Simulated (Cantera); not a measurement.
What does this Cantera script print?

```python
import numpy as np
import cantera as ct

gas_names = [...]  # 91 gases of nasa_gas.yaml made of C, Cl, H
cond_names = """
    C(gr) C6H6(L) C7H8(L) C8H18(L),n-octa
""".split()


# ... load() reads the species with a 1 bar reference pressure and builds the phases ...
atoms = {
    'CH3Cl': {'C': 1, 'H': 3, 'CL': 1},
    'H2': {'H': 2},
}
top_T = {'C(gr)': 4500}  # K; cautious upper limits of use, not melting points


# ... equilibrate(T, P, feed) seeds the gas with the atoms and calls Mixture.equilibrate('TP', solver="vcs", rtol=1e-11, max_steps=5000) ...
results = []
feed = {'CH3Cl': 1, 'H2': 8.6}  # mol
P = 1.3  # Pa
for T in [2123, 2173, 2223, 2273, 2323, 2373, 2423, 2473]:
    mix = equilibrate(T, P, feed)
    results.append((T, P, feed, dict(zip(mix.species_names, mix.species_moles))))
    x = sorted(zip(gas.X, gas.species_names), reverse=True)
    print(f"T = {T:g} K  P = {P:g} Pa  gas = {mix.phase_moles(0):.4g} mol")
    print("   x: " + "  ".join(f"{s} {v:.3e}" for v, s in x if v > 0.001))
    print("   condensed (mol): " + ("  ".join(f"{mix.phase(i).name} {mix.phase_moles(i):.4g}"
          for i in range(1, mix.n_phases) if mix.phase_moles(i) > 1e-12) or "none"))
```

Output:

```
T = 2123 K  P = 1.3 Pa  gas = 15.39 mol
   x: H 5.867e-01  H2 3.477e-01  CL 3.594e-02  HCL 2.902e-02
   condensed (mol): C(gr) 0.9792
T = 2173 K  P = 1.3 Pa  gas = 16.57 mol
   x: H 6.804e-01  H2 2.584e-01  CL 3.969e-02  HCL 2.066e-02
   condensed (mol): C(gr) 0.9726
T = 2223 K  P = 1.3 Pa  gas = 17.71 mol
   x: H 7.596e-01  H2 1.828e-01  CL 4.240e-02  HCL 1.406e-02
   condensed (mol): C(gr) 0.9585
T = 2273 K  P = 1.3 Pa  gas = 18.72 mol
   x: H 8.207e-01  H2 1.241e-01  CL 4.417e-02  HCL 9.249e-03
   condensed (mol): C(gr) 0.9235
T = 2323 K  P = 1.3 Pa  gas = 19.54 mol
   x: H 8.634e-01  H2 8.172e-02  CL 4.522e-02  HCL 5.958e-03  C3 1.959e-03
   condensed (mol): C(gr) 0.8364
T = 2373 K  P = 1.3 Pa  gas = 20.2 mol
   x: H 8.899e-01  H2 5.278e-02  CL 4.572e-02  C3 4.751e-03  HCL 3.793e-03  C 2.033e-03
   condensed (mol): C(gr) 0.6277
T = 2423 K  P = 1.3 Pa  gas = 20.79 mol
   x: H 9.012e-01  CL 4.571e-02  H2 3.358e-02  C3 1.109e-02  C 4.294e-03  HCL 2.394e-03  C2 1.008e-03
   condensed (mol): C(gr) 0.1456
T = 2473 K  P = 1.3 Pa  gas = 21.14 mol
   x: H 9.100e-01  CL 4.577e-02  H2 2.165e-02  C3 1.215e-02  C 6.915e-03  HCL 1.537e-03  C2 1.416e-03
   condensed (mol): none
```

Method: chemical equilibrium by Gibbs-energy minimisation in Cantera with the NASA 1993 tables (ideal gas, pure condensed phases).
